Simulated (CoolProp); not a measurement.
A Linde-Hampson liquefier for ethane: isothermal reversible compression at 320 K from 1 atm to 30 MPa, throttling to 1 atm, return gas leaving the recuperator 5 K below the feed. Each further row changes one setting.

Model: reference Helmholtz-energy equation of state, Bücker 2006, in CoolProp.

```json
[
 {"case": "as stated", "liquid yield per pass": "?", "compression work (kJ/kg of gas)": "390"},
 {"case": "high pressure 60 MPa", "liquid yield per pass": "?", "compression work (kJ/kg of gas)": "457"},
 {"case": "warm-end temperature 350 K", "liquid yield per pass": "?", "compression work (kJ/kg of gas)": "457"},
 {"case": "warm-end gap 10 K", "liquid yield per pass": "?", "compression work (kJ/kg of gas)": "390"}
]
```

### Question
Complete the blanks.

### Answer

- as stated, liquid yield per pass: 0.460
- high pressure 60 MPa, liquid yield per pass: 0.431
- warm-end temperature 350 K, liquid yield per pass: 0.385
- warm-end gap 10 K, liquid yield per pass: 0.453
